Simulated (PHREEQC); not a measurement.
0.78 g of hydrous ferric oxide (600 m²/g; 0.2 weak and 0.005 strong sites per Fe, Dzombak-Morel constants, diffuse double layer) in 1 kg of water with 0.01 mol/kgw of an inert sodium salt and 1.8e-05 mol/kgw CuCl2, 0.0011 mol/kgw SrCl2 and 5.9e-06 mol/kgw H3BO3, at 25 °C; the pH is set by adding NaOH or the inert anion's acid. O2 is buffered at 0.21 atm. No CO2 enters from the air. Precipitation was switched off in this run.

The numbers come from PHREEQC with the ion-association model, wateq4f.dat.

```
pH    Cu sorbed (%)  Sr sorbed (%)  B sorbed (%)  surface charge σ (C/m²)
----  -------------  -------------  ------------  -----------------------
4               7.6            0.0           0.3                    0.232
4.38           26.9            0.0           0.3                    0.188
4.75           59.6            0.0           0.4                    0.149
5.12           85.7            0.0           0.5                    0.115
5.88           99.2            0.0           0.5                    0.063
6.25           99.8            0.1           0.5                    0.045
6.62           99.9            0.3           0.6                    0.031
7             100.0            0.9           0.6                    0.021
7.38          100.0            2.1           0.5                    0.013
7.75          100.0            3.5           0.5                    0.007
8.12           99.9            5.8           0.5                    0.002
8.88           99.8           25.2           0.3                   -0.005
9.25           99.6           40.7           0.1                   -0.007
9.62           98.7           54.5           0.1                   -0.008
10             95.4           64.8           0.0                   -0.010
```

Species that the database lacks are ignored. The database's constant for dissolved Cu(OH)2 is higher than later reviews accept.
